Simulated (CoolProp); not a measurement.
A single-stage vapour-compression cycle with CH3F (R41): evaporating at 195.15 K (dew point), condensing at 247.15 K (bubble point), superheat 2 K, subcooling 0 K, compressor efficiency 0.6, no pressure losses. Each further row changes one setting.

The numbers come from the reference Helmholtz-energy equation of state, Lemmon 2006 in CoolProp. It is a short technical equation, of lower accuracy than the large ones.

```csv
case,cooling COP,pressure ratio,discharge temperature (K),refrigerating effect (kJ/kg),volumetric capacity (kJ/m³)
as stated,1.71,9.08,396.6,377,844
evaporating temperature 200.15 K,1.99,___,376.6,___,1090
condensing temperature 242.15 K,1.94,___,___,389,870
subcooling 5 K,1.76,9.08,396.6,389,870
superheat 12 K,___,9.08,414.8,389,___
```

Problem. Complete the blanks.

Solution. 
- evaporating temperature 200.15 K, pressure ratio: 6.95
- evaporating temperature 200.15 K, refrigerating effect (kJ/kg): 381
- condensing temperature 242.15 K, pressure ratio: 7.67
- condensing temperature 242.15 K, discharge temperature (K): 379.6
- superheat 12 K, cooling COP: 1.66
- superheat 12 K, volumetric capacity (kJ/m³): 821
